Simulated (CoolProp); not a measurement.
Vapour-liquid equilibrium of CH2F2 (R32) (1) + R152A (2) at 282.3 K; x and y are mole fractions of (1).

Computed with CoolProp (multi-fluid Helmholtz-energy mixture model, Tillner-Roth 1997 and Outcalt 1996; pair parameters Bell 2016).

Task: Give the bubble pressure and the first vapour's composition at x = 0.05, 0.2, 0.65. Is there an azeotrope?

Result: x = 0.05: 0.3972 MPa, y = 0.124; x = 0.2: 0.5014 MPa, y = 0.396; x = 0.65: 0.8179 MPa, y = 0.819. No azeotrope shows between x = 0.05 and 0.95.

Pair parameters are fitted to limited data, so mixtures are less certain than the pure fluids.
